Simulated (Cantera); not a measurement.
Feed: 1 mol AlCl₃, 4.4 mol NH₃, 720 mol N₂, 0.013 mol HCl, at 34.0 mbar.

Cantera equilibrium calculation (NASA polynomials, part measured and part estimated; ideal gas, pure solids and liquids). Candidate condensed phases: Al, AlCl₃, AlN, NH₄Cl; 20 gas species. The tables' values for AlCl₂ are old estimates; treat these amounts as uncertain. The numbers say what is thermodynamically allowed, not how fast it happens.

x: gas mole fraction; n: condensed amount in mol.

```
T (K)   x N₂     x H₂    x HCl    x AlCl       x H   x AlCl₃  n AlN(s)
-----  -----  -------  -------  --------  --------  --------  --------
1473   0.989  0.00783  0.00243  0.000325   6.07e-6  0.000377     0.400
1523   0.989  0.00794  0.00219  0.000741   1.12e-5  0.000282     0.128
1573   0.988  0.00792  0.00223       [?]       [?]       [?]         0
1623   0.988  0.00783  0.00240   0.00112   3.32e-5  0.000101         0
1673   0.988  0.00776  0.00250   0.00119   5.44e-5   5.65e-5         0
1723   0.988  0.00771  0.00257   0.00124   8.69e-5   3.11e-5         0
1773   0.988  0.00767  0.00260   0.00127  0.000135   1.71e-5         0
1823   0.988  0.00763  0.00262   0.00129       [?]       [?]         0
1873   0.988  0.00758  0.00261   0.00131  0.000305   5.39e-6         0
1923   0.988  0.00752  0.00259   0.00132  0.000443   3.10e-6         0
```

Problem. Fill in the missing entries.

Solution. 
- 1573, x AlCl: 0.00102
- 1573, x H: 1.96e-5
- 1573, x AlCl₃: 0.000174
- 1823, x H: 0.000205
- 1823, x AlCl₃: 9.52e-6
